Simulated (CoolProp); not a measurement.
A closed Brayton cycle with dry air: compressor inlet 311.15 K and 5.5 MPa, high pressure 12.8 MPa, turbine inlet 825 K, compressor efficiency 0.85, turbine efficiency 0.93, recuperator effectiveness 0.95 (on enthalpy, no pinch check). Each further row changes one setting.

Computed with CoolProp (reference Helmholtz-energy equation of state, Lemmon 2000). It is a pseudo-pure fit of the blend.

```json
[
 {"case": "as stated", "thermal efficiency (%)": "36.6", "net work (kJ/kg)": "69.9", "compressor to turbine work": "0.59", "compressor exit (K)": "412.1", "turbine exit (K)": "670.9"},
 {"case": "turbine inlet 775 K", "thermal efficiency (%)": "33.3", "net work (kJ/kg)": "59.4", "compressor to turbine work": "…", "compressor exit (K)": "412.1", "turbine exit (K)": "628.8"},
 {"case": "compressor inlet 321.15 K", "thermal efficiency (%)": "34.9", "net work (kJ/kg)": "…", "compressor to turbine work": "…", "compressor exit (K)": "425.2", "turbine exit (K)": "670.9"},
 {"case": "high pressure 10.9 MPa", "thermal efficiency (%)": "37.7", "net work (kJ/kg)": "…", "compressor to turbine work": "0.57", "compressor exit (K)": "391.0", "turbine exit (K)": "698.0"},
 {"case": "recuperator effectiveness 0.5", "thermal efficiency (%)": "22.2", "net work (kJ/kg)": "69.9", "compressor to turbine work": "0.59", "compressor exit (K)": "412.1", "turbine exit (K)": "670.9"}
]
```

Problem. Complete the blanks.

Solution. 
- turbine inlet 775 K, compressor to turbine work: 0.63
- compressor inlet 321.15 K, net work (kJ/kg): 66.3
- compressor inlet 321.15 K, compressor to turbine work: 0.61
- high pressure 10.9 MPa, net work (kJ/kg): 61.5
